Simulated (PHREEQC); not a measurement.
# Copper plating or etch bath

Make-up at 25 °C: 0.0058 mol/kgw Cu(BF4)2 and 0.0024 mol/kgw Na2SO4. It is in equilibrium with CO2 at log p = -3.4 (atm). Otherwise closed; pH follows from the charge balance.

The numbers come from PHREEQC with the ion-association model, phreeqc.dat.

Precipitation was switched off in this run.

### Question
Predict the pH.

### Answer
pH 2.93.

### Question
In which forms is B present?

### Answer
BF4- 79 %, H3BO3 11 %, BF3OH- 7.7 %, BF2(OH)2- 2.8 % of the B.

Real BF4- forms and hydrolyses slowly; the run takes it at equilibrium.
